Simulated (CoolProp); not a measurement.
Vapour-liquid equilibrium of R125 (1) + R115 (2) at 19.75 °C; x and y are mole fractions of (1).

The numbers come from the multi-fluid Helmholtz-energy mixture model, Lemmon 2005 and Lemmon 2016; pair parameters Bell 2016 in CoolProp.

```json
[
 {"x": "0.05", "bubble pressure (MPa)": "0.8363", "y at the bubble point": "0.094", "dew pressure at overall composition x (MPa)": "0.8120", "liquid density (mol/L)": "8.529"},
 {"x": "0.2", "bubble pressure (MPa)": "0.9614", "y at the bubble point": "0.303", "dew pressure at overall composition x (MPa)": "0.8980", "liquid density (mol/L)": "8.661"},
 {"x": "0.35", "bubble pressure (MPa)": "1.054", "y at the bubble point": "0.453", "dew pressure at overall composition x (MPa)": "0.9908", "liquid density (mol/L)": "8.825"},
 {"x": "0.5", "bubble pressure (MPa)": "1.123", "y at the bubble point": "0.578", "dew pressure at overall composition x (MPa)": "1.082", "liquid density (mol/L)": "9.031"},
 {"x": "0.65", "bubble pressure (MPa)": "1.171", "y at the bubble point": "0.693", "dew pressure at overall composition x (MPa)": "1.155", "liquid density (mol/L)": "9.291"},
 {"x": "0.8", "bubble pressure (MPa)": "1.198", "y at the bubble point": "0.812", "dew pressure at overall composition x (MPa)": "1.197", "liquid density (mol/L)": "9.614"},
 {"x": "0.95", "bubble pressure (MPa)": "1.202", "y at the bubble point": "0.948", "dew pressure at overall composition x (MPa)": "1.202", "liquid density (mol/L)": "10.01"}
]
```

y crosses x between x = 0.8 and 0.95: the model has an azeotrope there.

Pair parameters are fitted to limited data, so mixtures are less certain than the pure fluids.
